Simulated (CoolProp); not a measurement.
c-C4F8 (RC318) at several states: Z from the reference equation and from simpler models built on Tc = 388.4 K, pc = 27.78 bar, ω = 0.355; each cubic takes its own stable root.

Model: reference Helmholtz-energy equation of state, Platzer 1990, in CoolProp. This equation is an older, rougher fit; its heat capacities, sound speeds and derivatives of the liquid may be far off and weren't checked against measurements.

```json
[
 {"T (K)": "271.8", "p (bar)": "6.88", "phase": "liquid", "reference": "0.03803", "van der Waals": "0.06186", "Redlich-Kwong": "0.04260"},
 {"T (K)": "407.6", "p (bar)": "2.65", "phase": "gas", "reference": "0.9730", "van der Waals": "0.9743", "Redlich-Kwong": "0.9713"},
 {"T (K)": "276.4", "p (bar)": "33.6", "phase": "liquid", "reference": "0.1831", "van der Waals": "0.2890", "Redlich-Kwong": "0.2026"}
]
```
